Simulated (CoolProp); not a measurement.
Octamethyltrisiloxane (MDM) at several states: density (kg/m³) from the reference equation and from simpler models built on Tc = 565.4 K, pc = 1.438 MPa, ω = 0.528; each cubic takes its own stable root.

Values from CoolProp's reference Helmholtz-energy equation of state, Thol 2017.

| T (K) | p (MPa) | phase | reference | van der Waals | Redlich-Kwong | Soave-Redlich-Kwong | Peng-Robinson |
|---|---|---|---|---|---|---|---|
| 476.3 | 0.457 | liquid | 606.0 | 32.76 | 34.57 | 543.2 | 616.1 |
| 304.4 | 0.0131 | liquid | 809.0 | 1.238 | 686.8 | 725.1 | 815.1 |
| 503.8 | 0.041 | gas | 2.350 | 2.342 | 2.347 | 2.350 | 2.353 |
| 317.6 | 0.0189 | liquid | 795.6 | 1.718 | 675.7 | 716.1 | 805.5 |
| 260 | 0.933 | liquid | 854.1 | 488.3 | 723.4 | 753.0 | 844.3 |
| 271.1 | 3.34 | liquid | 846.0 | 492.3 | 721.7 | 750.1 | 840.8 |

At some of these states van der Waals, Redlich-Kwong gives the other phase, because its saturation line lies elsewhere.
